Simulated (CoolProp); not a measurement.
Model: reference Helmholtz-energy equation of state, Thol 2019, in CoolProp.

### Question
Give the vapour pressure (bar), surface tension (mN/m), vapour viscosity (µPa s) of saturated n-pentane at 284.9 K.

### Answer
| T (K) | p (bar) | surface tension (mN/m) | vapour viscosity (µPa s) |
|---|---|---|---|
| 284.9 | 0.407 | 16.9 | 6.41 |

Viscosity comes from a separate model (Quiñones-Cisneros 2006), older than the equation that it now runs on, and unchecked against measurements. Surface tension comes from a separate correlation (Mulero 2012).
